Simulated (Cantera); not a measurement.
**Gas-phase reforming**

An isothermal, constant-pressure homogeneous reactor starts with CH4 : CO2 = 1 : 0.37 (molar parts), at 1498 K and 1.01 bar.

Model: GRI-Mech 3.0 (53 species, 325 reactions), integrated in Cantera. GRI-Mech 3.0 stops at C3 and has no aromatics, soot or wall deposition, so with more carbon than oxygen in the feed, carbon stays in small species such as C2H2 where larger ones or solid carbon would form.

| t (s) | x CH4 | x CO2 | x CH2CO | x C2H6 | x H2O |
|---|---|---|---|---|---|
| 6.00e-5 | 0.730 | 0.270 | <1e-12 | 1.20e-6 | 1.09e-7 |
| 0.000235 | 0.730 | 0.270 | <1e-12 | 3.90e-5 | 4.74e-7 |
| 0.000917 | 0.729 | 0.270 | 6.08e-12 | 0.000306 | 2.30e-6 |
| 0.00358 | 0.725 | 0.270 | 2.13e-10 | 0.00120 | 1.51e-5 |
| 0.0140 | 0.705 | 0.267 | 1.06e-8 | 0.00220 | 0.000198 |
| 0.0548 | 0.624 | 0.253 | 3.95e-7 | 0.00136 | 0.00285 |
| 0.214 | 0.444 | 0.201 | 3.95e-6 | 0.000534 | 0.0253 |
| 0.837 | 0.205 | 0.0798 | 1.72e-5 | 0.000151 | 0.107 |
| 3.27 | 0.0984 | 0.0205 | 1.91e-5 | 7.21e-5 | 0.121 |
| 12.8 | 0.0964 | 0.0124 | 7.72e-6 | 6.49e-5 | 0.0639 |
| 50.0 | 0.0921 | 0.00295 | 1.93e-6 | 5.50e-5 | 0.0138 |
x: mole fraction; the columns are a selection and need not sum to one.

Equilibrium at this temperature and pressure: CH4 0.0901, CO2 4.87e-7, CH2CO 9.33e-7, C2H6 5.15e-5, H2O 2.24e-6 (gas phase only).
